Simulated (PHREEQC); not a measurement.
Ca(OH)2 is added in steps, without added water, to 1 kg of water holding 0.015 mol/kgw HF and 0.0016 mol/kgw NH4HF2, at 25 °C. Oxygen is held at 0.21 atm. No CO2 enters from the air. Only these solids could form: Fluorite.

Base run: PHREEQC, ion-association model, phreeqc.dat. Each further column changes one thing. The table gives pH.

```
Ca(OH)2 added (mol)   base  NH4HF2 replaced by (NH4)2SiF6 at the same molality  NH4HF2 left out  no solid may form
-------------------  -----  --------------------------------------------------  ---------------  -----------------
0                     2.61                                                2.54             2.54               2.61
0.0008083             2.64                                                2.57             2.57               2.73
0.001617              2.67                                                2.60             2.60               2.85
0.002829              2.74                                                2.66             2.66               3.04
0.003638              2.79                                                2.71             2.71                  ?
0.004446              2.85                                                2.77             2.77               3.31
0.005254              2.92                                                2.85             2.85               3.47
0.006063              3.02                                                2.96             2.97                  ?
0.006871              3.18                                                3.11             3.22                  ?
0.008083              3.91                                                   ?            11.04               4.77
0.008892              9.65                                                3.59            11.40               9.69
0.0097               11.06                                                3.83            11.59              10.98
```

### Question
Fill in the missing entries.

### Answer

- 0.003638, no solid may form: 3.17
- 0.006063, no solid may form: 3.65
- 0.006871, no solid may form: 3.89
- 0.008083, NH4HF2 replaced by (NH4)2SiF6 at the same molality: 3.38

 SiF6-2 is the database's only silicon fluoride. In at least one series the solution becomes supersaturated in solids that the run did not let form, among them Fluorite. Solids allowed in the column 'NH4HF2 replaced by (NH4)2SiF6 at the same molality': Fluorite, SiO2(a).
